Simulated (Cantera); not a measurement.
# CH3F + CH4 (fluorocarbon and chlorocarbon gases)

Charge: 1 mol CH3F, 0.12 mol CH4, at 0.160 bar.

Cantera equilibrium calculation (NASA polynomials, part measured and part estimated; ideal gas, pure solids and liquids). Candidate condensed phases: C, C6H6, C7H8, C8H18; 95 gas species. The numbers say what is thermodynamically allowed, not how fast it happens.

From 1048 K to 2648 K the condensed part is C(graphite). The main C-bearing gas is CH4 at 1048 K and C2H2 (acetylene) at 2648 K.

```tsv
T (K)	x H2	x HF	x H	x C2H2 (acetylene)	x CH4	x F	n C(graphite)
1048	0.549	0.448	1.43e-8	2.16e-9	0.00282	<1e-12	1.11
1248	0.553	0.447	8.68e-7	1.35e-7	0.000545	2.17e-12	1.12
1448	0.553	0.446	1.71e-5	2.63e-6	0.000163	2.58e-10	1.12
1648	0.553	0.446	0.000166	2.47e-5	6.56e-5	9.70e-9	1.12
1848	0.553	0.446	0.000985	0.000142	3.22e-5	1.68e-7	1.12
2048	0.550	0.446	0.00415	0.000576	1.81e-5	1.67e-6	1.12
2248	0.541	0.443	0.0135	0.00179	1.11e-5	1.12e-5	1.11
2448	0.521	0.438	0.0359	0.00451	7.10e-6	5.50e-5	1.10
2648	0.481	0.428	0.0807	0.00938	4.45e-6	0.000216	1.07
```
x: gas mole fraction; n: condensed amount in mol.
